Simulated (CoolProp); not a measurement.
Vapour pressure (kPa) of R152A: the reference equation beside estimates from Tc = 386.4 K, pc = 4517 kPa, ω = 0.275. Clausius-Clapeyron is anchored at 240.1 K with a constant enthalpy of vaporisation of 22.31 kJ/mol.

Computed with CoolProp (reference Helmholtz-energy equation of state, Outcalt 1996). It is a modified Benedict-Webb-Rubin equation, recast in Helmholtz form.

| T (K) | reference | Clausius-Clapeyron | Redlich-Kwong | Peng-Robinson |
|---|---|---|---|---|
| 227.7 | 35.36 | 36.33 | 76.32 | ? |
| 230.2 | ? | 41.29 | 85.78 | 40.22 |
| 232.7 | 46.13 | 46.80 | 96.12 | 45.86 |
| 235.1 | 52.16 | 52.65 | 106.9 | ? |
| 237.6 | 59.10 | 59.36 | 119.1 | 58.76 |
| 240.1 | 66.77 | 66.77 | 132.3 | 66.39 |
| 242.6 | 75.22 | 74.92 | ? | 74.78 |
| 245.1 | 84.49 | ? | 162.0 | 84.01 |
| 247.6 | 94.65 | ? | 178.6 | 94.12 |
| 250 | 105.3 | ? | 195.7 | 104.7 |
| 252.5 | 117.4 | ? | 214.8 | 116.7 |
| 255 | 130.5 | 128.3 | 235.2 | 129.8 |

Q: What belongs in the gaps?

A: 
- 227.7, Peng-Robinson: 35.16
- 230.2, reference: 40.45
- 235.1, Peng-Robinson: 51.86
- 242.6, Redlich-Kwong: 146.6
- 245.1, Clausius-Clapeyron: 83.87
- 247.6, Clausius-Clapeyron: 93.67
- 250, Clausius-Clapeyron: 103.9
- 252.5, Clausius-Clapeyron: 115.6

Absolute difference from the reference over all 12 rows, mean and median: Clausius-Clapeyron 1.2 and 1.2 %, Redlich-Kwong 97.1 and 96.5 %, Peng-Robinson 0.6 and 0.6 %.
